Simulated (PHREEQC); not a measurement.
A solution holds 0.34 mol Ni(NO3)2, 0.00048 mol H3BO3 and 0.36 mol MnSO4 per kg of water, at 20 °C. Closed to the air; pH follows from the charge balance.

The numbers come from PHREEQC with the ion-association model, wateq4f.dat.

Each row changes one thing in this solution. This is a speciation only: nothing precipitates in the calculation.

```
case                            pH  ionic strength (mol/kgw)  NO3- (mol/kgw)  Mn+2 (mol/kgw)  NiSO4 (mol/kgw)  Ni+2 (mol/kgw)  SI of Morenosite (NiSO4:7H2O)
----------------------------  ----  ------------------------  --------------  --------------  ---------------  --------------  -----------------------------
as made                       5.72                      1.38           0.646           0.261            0.174           0.165                          -0.57
diluted 100-fold with water   6.37                    0.0208         0.00680               ?         0.000478         0.00292                          -3.19
0.012 mol/kgw Zn(NO3)2 added  5.69                      1.41           0.668           0.263            0.174           0.166                          -0.57
diluted 2-fold with water     5.87                         ?           0.333               ?           0.0649               ?                          -1.02
temperature from 20 to 85 °C  5.10                      1.31           0.659           0.235            0.165           0.175                          -1.21
H3BO3 left out                5.74                      1.38           0.646           0.261            0.174           0.165                          -0.57
temperature from 20 to 15 °C  5.79                      1.39               ?           0.264            0.175           0.165                          -0.51
```

### Question
Some entries are withheld; supply them.

### Answer

- diluted 100-fold with water, Mn+2 (mol/kgw): 0.00314
- diluted 2-fold with water, ionic strength (mol/kgw): 0.773
- diluted 2-fold with water, Mn+2 (mol/kgw): 0.130
- diluted 2-fold with water, Ni+2 (mol/kgw): 0.105
- temperature from 20 to 15 °C, NO3- (mol/kgw): 0.645

The ionic strength passes 0.7 mol/kgw, the rough limit of the ion-association models, in as made; 0.012 mol/kgw Zn(NO3)2 added; diluted 2-fold with water; temperature from 20 to 85 °C; H3BO3 left out; temperature from 20 to 15 °C. In wateq4f.dat the enthalpy of Ni(OH)2 has the wrong sign, so its saturation index can't be trusted away from 25 °C. At this temperature some constants are extrapolated from 25 °C, and those without enthalpy data are left unchanged.
